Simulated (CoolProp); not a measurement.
Vapour-liquid equilibrium of R1234yf (1) + isobutane (2) at 0.00265 MPa; x and y are mole fractions of (1).

The numbers come from the multi-fluid Helmholtz-energy mixture model, Lemmon 2022 and Bücker 2006; pair parameters Bell 2016 in CoolProp.

```csv
x,"bubble temperature, mixture model (K)","bubble temperature, Raoult's law (K)","y, mixture model","y, Raoult's law"
0.05,189.2,194.3,0.407,0.112
0.2,184.0,192.0,0.650,0.375
0.35,183.2,190.1,0.687,0.565
0.5,183.1,188.4,0.697,0.708
0.65,183.0,187.0,0.714,0.819
0.8,183.0,185.7,0.765,0.907
0.95,183.6,184.6,0.907,0.979
```

The largest gap from Raoult's law is -8.0 K in bubble temperature, at x = 0.2. y crosses x between x = 0.65 and 0.8: the model has an azeotrope there.

Pair parameters are fitted to limited data, so mixtures are less certain than the pure fluids.
